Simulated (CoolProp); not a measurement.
CH2F2 (R32) at several states: Z from the reference equation and from simpler models built on Tc = 78.1 °C, pc = 5783 kPa, ω = 0.277; each cubic takes its own stable root.

Computed with CoolProp (reference Helmholtz-energy equation of state, Tillner-Roth 1997).

```
T (°C)  p (kPa)   phase  reference
------  -------  ------  ---------
-38.55     29.1     gas     0.9910
-57.85      147  liquid   0.003473
88.85      2200     gas     0.8575
31.65      3530  liquid    0.07679
```

**Question.** How far does each simpler model (van der Waals, Redlich-Kwong, Peng-Robinson) lie from the reference over these 4 states: mean and median of the absolute difference, and the worst?

**Answer.** 
- van der Waals: mean 7025.6 %, median 48.2 %, worst +28005.4 % at -57.85 °C and 147 kPa
- Redlich-Kwong: mean 6936.1 %, median 20.5 %, worst +27703.1 % at -57.85 °C and 147 kPa
- Peng-Robinson: mean 7.7 %, median 7.0 %, worst +16.5 % at 31.65 °C and 3530 kPa

At some of these states van der Waals, Redlich-Kwong gives the other phase, because its saturation line lies elsewhere.
